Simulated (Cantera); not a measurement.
Feed: 1 mol Si2Cl6, 0.71 mol Cl2, 530 mol H2, at 552 °C and 15000 Pa.

Method: chemical equilibrium by Gibbs-energy minimisation in Cantera with the NASA 1993 tables (ideal gas, pure condensed phases). Candidate condensed phases: Si; 19 gas species. The feed counts by its element totals alone. Rates play no part.

Base state: H2 0.995, SiHCl3 0.00184, SiCl4 0.00173, HCl 0.00115, SiH2Cl2 0.000166 (mole fractions); condensed: Si(s).

**Question.** What changes in the equilibrium state with this change: temperature from 552 °C to 1127 °C?

**Answer.** 
```csv
species,before,after
H2,0.995,0.987
HCl,0.00115,0.0128
SiCl2,1.48e-6,0.000493
SiHCl3,0.00184,7.06e-6
H,<1e-9,1.25e-5
SiCl4,0.00173,1.30e-6
SiH2Cl2,0.000166,5.78e-6
SiCl3,5.39e-6,1.23e-5
"Si(s), mol",0.00675,1.72
```
The tables' values for SiCl3 are old estimates; treat these amounts as uncertain.

**Question.** What changes in the equilibrium state with this change: pressure from 15000 Pa to 350 Pa?

**Answer.** 
| species | before | after |
|---|---|---|
| H2 | 0.995 | 0.994 |
| HCl | 0.00115 | 0.00309 |
| SiCl4 | 0.00173 | 0.00207 |
| SiHCl3 | 0.00184 | 0.000823 |
| SiCl2 | 1.48e-6 | 1.06e-5 |
| SiH2Cl2 | 0.000166 | 2.77e-5 |
| SiCl3 | 5.39e-6 | 1.58e-5 |
| Si(s), mol | 0.00675 | 0.434 |
The tables' values for SiCl3 are old estimates; treat these amounts as uncertain.

**Question.** What changes in the equilibrium state with this change: temperature from 552 °C to 977 °C?

**Answer.** 
```csv
species,before,after
H2,0.995,0.987
HCl,0.00115,0.0127
SiCl2,1.48e-6,0.000409
SiHCl3,0.00184,6.01e-5
SiCl4,0.00173,2.17e-5
SiH2Cl2,0.000166,2.27e-5
SiCl3,5.39e-6,3.52e-5
"Si(s), mol",0.00675,1.71
```
The tables' values for SiCl3 are old estimates; treat these amounts as uncertain.
